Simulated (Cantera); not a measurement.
An isothermal, constant-pressure homogeneous reactor starts with NO : N2 = 9.1 : 3.1 (molar parts), at 2223 K and 0.0132 atm.

Model: GRI-Mech 3.0 (53 species, 325 reactions), integrated in Cantera. Radical loss at walls, strong at low pressure, is not modelled.

x: mole fraction; the columns are a selection and need not sum to one.

| t (s) | x NO | x N2O | x O2 | x NO2 | x N2 |
|---|---|---|---|---|---|
| 0.000200 | 0.746 | 7.31e-6 | 2.98e-8 | 5.55e-9 | 0.254 |
| 0.000486 | 0.746 | 1.74e-5 | 1.77e-7 | 3.03e-8 | 0.254 |
| 0.00118 | 0.746 | 4.06e-5 | 1.07e-6 | 1.52e-7 | 0.254 |
| 0.00287 | 0.746 | 8.91e-5 | 6.75e-6 | 6.51e-7 | 0.254 |
| 0.00697 | 0.745 | 0.000170 | 4.49e-5 | 2.26e-6 | 0.254 |
| 0.0169 | 0.744 | 0.000242 | 0.000311 | 6.24e-6 | 0.255 |
| 0.0412 | 0.739 | 0.000225 | 0.00198 | 1.30e-5 | 0.257 |
| 0.100 | 0.720 | 0.000171 | 0.0101 | 2.30e-5 | 0.266 |
| 0.243 | 0.657 | 0.000116 | 0.0399 | 3.90e-5 | 0.296 |
| 0.590 | (withheld) | (withheld) | (withheld) | (withheld) | (withheld) |
| 1.43 | 0.178 | 5.31e-6 | 0.274 | 2.92e-5 | 0.534 |
| 3.49 | (withheld) | (withheld) | 0.345 | (withheld) | 0.605 |
| 8.47 | 0.0158 | 8.91e-8 | 0.354 | 2.92e-6 | 0.614 |
| 20.6 | 0.0153 | 8.67e-8 | 0.354 | 2.83e-6 | 0.614 |
| 50.0 | 0.0153 | 8.67e-8 | 0.354 | 2.83e-6 | 0.614 |

What belongs in the gaps?


- 0.590, x NO: 0.479
- 0.590, x N2O: 4.80e-5
- 0.590, x O2: 0.126
- 0.590, x NO2: 5.23e-5
- 0.590, x N2: 0.384
- 3.49, x NO: 0.0337
- 3.49, x N2O: 2.24e-7
- 3.49, x NO2: 6.19e-6
